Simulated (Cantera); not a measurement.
Cantera with NASA thermochemical tables; ideal gases at 1 bar, condensed phases pure. Values are per mole of reaction as written; species without (g) are pure solids or liquids, kept so even where they would boil at 1 bar.

Cr₂N + 6 O(g) → N(g) + 2 CrO₃(g)

| T (K) | ΔH° (kJ) | ΔS° (J/K) | ΔG° (kJ) | log10 K |
|---|---|---|---|---|
| 300 | (withheld) | (withheld) | (withheld) | (withheld) |
| 1023 | -1513.6 | -401.8 | -1102.6 | 56.30 |
| 1123 | -1517.5 | -405.4 | -1062.2 | 49.41 |
| 1223 | (withheld) | (withheld) | (withheld) | (withheld) |
| 1323 | -1525.7 | -412.2 | -980.4 | 38.71 |
| 1423 | -1530.1 | -415.4 | -939.1 | 34.47 |
| 1523 | -1534.7 | -418.5 | -897.4 | 30.78 |
| 1623 | (withheld) | (withheld) | (withheld) | (withheld) |
| 1723 | -1544.5 | -424.5 | -813.1 | 24.65 |
| 1823 | -1549.8 | -427.5 | -770.5 | 22.08 |

Task: Complete the blanks.

Result: 
- 300, ΔH° (kJ): -1482.7
- 300, ΔS° (J/K): -346.0
- 300, ΔG° (kJ): -1378.9
- 300, log10 K: 240.09
- 1223, ΔH° (kJ): -1521.5
- 1223, ΔS° (J/K): -408.9
- 1223, ΔG° (kJ): -1021.5
- 1223, log10 K: 43.63
- 1623, ΔH° (kJ): -1539.5
- 1623, ΔS° (J/K): -421.5
- 1623, ΔG° (kJ): -855.4
- 1623, log10 K: 27.53
